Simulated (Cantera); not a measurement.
Source: NASA polynomial tables (part measured, part estimated), evaluated in Cantera. Values are per mole of reaction as written; species without (g) are pure solids or liquids, kept so even where they would boil at 1 bar.

3 Cu2O + N2O(g) → 6 Cu + 2 NO2(g), with ΔH° = 498.9 kJ and ΔS° = 182.1 J/K at 300 K.

Task: How far is the shortcut ΔG° ≈ ΔH°(300 K) − T·ΔS°(300 K) from the full temperature-dependent value at 2500, 2550, 2600, 2650, 2700, 2750, 2800 K?

Result: 
| T (K) | shortcut (kJ) | full (kJ) | difference (kJ) | difference in log10 K | condensed phases |
|---|---|---|---|---|---|
| 2500 | 43.8 | 163.9 | -120.1 | 2.51 | Cu2O(l), Cu(l) |
| 2550 | 34.7 | 161.0 | -126.3 | 2.59 | Cu2O(l), Cu(l) |
| 2600 | 25.5 | 158.1 | -132.5 | 2.66 | Cu2O(l), Cu(l) |
| 2650 | 16.4 | 155.2 | -138.8 | 2.74 | Cu2O(l), Cu(l) |
| 2700 | 7.3 | 152.4 | -145.1 | 2.81 | Cu2O(l), Cu(l) |
| 2750 | -1.8 | 149.7 | -151.4 | 2.88 | Cu2O(l), Cu(l) |
| 2800 | -10.9 | 146.9 | -157.8 | 2.94 | Cu2O(l), Cu(l) |
The shortcut ignores heat capacities and the phase changes listed.
